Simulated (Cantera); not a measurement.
A closed system holds: 1 mol Ta, 3 mol CO2, 91 mol H2, equilibrated at 1798 K and 0.180 Pa.

Equilibrium computed with Cantera from the NASA thermochemical tables; the gas is ideal and each condensed phase is pure. Candidate condensed phases: C, C6H6, C7H8, C8H18, H2O, Ta, TaC, Ta2O5; 113 gas species. Equilibrium is a limit: real reactors are often held back by kinetics, nucleation or transport.

Base state: H2 0.737, H 0.225, CO 0.0281, H2O 0.00620, TaO2 0.00327, OH 0.000125, CO2 6.21e-5, TaO 5.21e-5 (mole fractions); condensed: Ta2O5(s).

Question: What changes in the equilibrium state with this change: temperature from 1798 K to 1848 K?

Answer: 
```tsv
species	before	after
H2	0.737	0.640
H	0.225	0.316
CO	0.0281	0.0265
TaO2	0.00327	0.00861
O	2.95e-5	0.000115
OH	0.000125	0.000305
Ta2O5(s), mol	0.323	0.00794
```

Question: What changes in the equilibrium state with this change: temperature from 1798 K to 2150 K?

Answer: 
| species | before | after |
|---|---|---|
| H | 0.225 | 0.890 |
| H2 | 0.737 | 0.0802 |
| CO | 0.0281 | 0.0173 |
| TaO2 | 0.00327 | 0.00521 |
| O | 2.95e-5 | 0.00519 |
| O2 | 1.10e-7 | 1.27e-5 |
| H2O | 0.00620 | 0.000463 |
| TaO | 5.21e-5 | 0.000575 |
| Ta2O5(s), mol | 0.323 | 0 |
